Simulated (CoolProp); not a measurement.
Ethylbenzene along the isobar 19500 kPa: fugacity coefficient from the reference equation and from simpler models built on Tc = 344.0 °C, pc = 3622 kPa, ω = 0.304; each cubic takes its own stable root.

Computed with CoolProp (reference Helmholtz-energy equation of state, Zhou 2012).

```csv
T (°C),phase,reference,Redlich-Kwong,Soave-Redlich-Kwong
132.55,liquid,0.009926,0.02183,0.01095
145.85,liquid,0.01375,0.02831,0.01520
159.15,liquid,0.01856,0.03592,0.02056
172.55,liquid,0.02452,0.04479,0.02724
185.85,liquid,0.03166,0.05481,0.03527
199.25,liquid,0.04017,0.06612,___
212.55,liquid,0.05001,0.07855,0.05601
225.95,liquid,0.06136,0.09224,0.06890
239.25,liquid,___,0.1069,___
252.65,liquid,0.08840,0.1228,0.09974
265.95,liquid,0.1041,0.1395,0.1176
279.25,liquid,0.1211,0.1571,___
292.65,liquid,0.1397,0.1757,0.1585
305.95,liquid,0.1593,0.1949,0.1811
319.35,liquid,0.1803,0.2148,0.2052
332.65,liquid,0.2023,0.2350,0.2304
```

**Question.** Fill in the missing entries.

**Answer.** 
- 199.25, Soave-Redlich-Kwong: 0.04488
- 239.25, reference: 0.07409
- 239.25, Soave-Redlich-Kwong: 0.08341
- 279.25, Soave-Redlich-Kwong: 0.1372
